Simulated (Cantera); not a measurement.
Gas mixture: 100 % CH3OH, at 0.0133 bar, frozen composition.

Cantera's kinetic-theory transport with the Lennard-Jones parameters of GRI-Mech 3.0, ideal gas; thermal conductivity in the multicomponent form. Polar gases are described roughly by these parameters. The composition is frozen, though it would react at the higher temperatures.

One state of this run: ρ (kg/m³) = 0.00367; cp (J/kg/K) = 3214; μ (µPa s) = 41.1; λ (mW/m/K) = 176; Pr = 0.751; D (cm²/s) H2O = 229; D (cm²/s) CH3 = 202; D (cm²/s) H2 = 680. D: mixture-averaged diffusion coefficient of that species in the mixture.

### Question
Which value of T (K) does it belong to?
A. 1000
B. 1800
C. 600
D. 1400

### Answer
D, 1400
